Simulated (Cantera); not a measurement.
**Equilibrium for silicon oxide and oxynitride deposition: SiH₂Cl₂ + H₂O + H₂**

Input: 1 mol SiH₂Cl₂, 0.14 mol H₂O, 44 mol H₂, held at 1.30 mbar.

These are equilibrium values from Cantera (NASA tables, ideal gas, pure condensed phases), not measurements of a reactor. Candidate condensed phases: H₂O, Si, SiO₂; 30 gas species. Mutual solubility and eutectic melting of coexisting phases are not modelled. The tables' values for SiCl, SiCl₃ are old estimates; treat these amounts as uncertain. The tables hold silica as quartz up to 1696 K and as liquid above; real silica turns to tridymite and cristobalite and melts near 1996 K. Gases not in the tables: Si₂H₆ and higher silanes. The numbers say what is thermodynamically allowed, not how fast it happens.

At 1200 K the condensed part is Si(s) + SiO₂(β-quartz). From 1350 K to 1650 K the condensed part is Si(s). At 1800 K the condensed part is Si(l). From 1950 K to 2100 K nothing is condensed. The main Si-bearing gas is SiCl₂ at 1200 K and Si at 2100 K.

```csv
T (K),x H₂,x H,x HCl,x Si,x SiCl₂,x SiO,x Cl,n Si(s),n SiO₂(β-quartz),n Si(l)
1200,0.960,5.36e-6,0.0362,1.07e-9,0.00323,0.000413,1.76e-7,0.762,0.0605,0
1350,0.958,6.47e-5,0.0356,1.53e-7,0.00373,0.00302,2.01e-6,0.686,0,0
1500,0.957,0.000478,0.0349,8.10e-6,0.00410,0.00302,1.41e-5,0.669,0,0
1650,0.956,0.00246,0.0343,0.000206,0.00437,0.00302,6.92e-5,0.644,0,0
1800,0.946,0.00966,0.0345,0.00244,0.00390,0.00300,0.000270,0,0,0.544
1950,0.913,0.0304,0.0351,0.0140,0.00262,0.00293,0.000875,0,0,0
2100,0.860,0.0802,0.0367,0.0162,0.000528,0.00285,0.00252,0,0,0
```
x: gas mole fraction; n: condensed amount in mol.
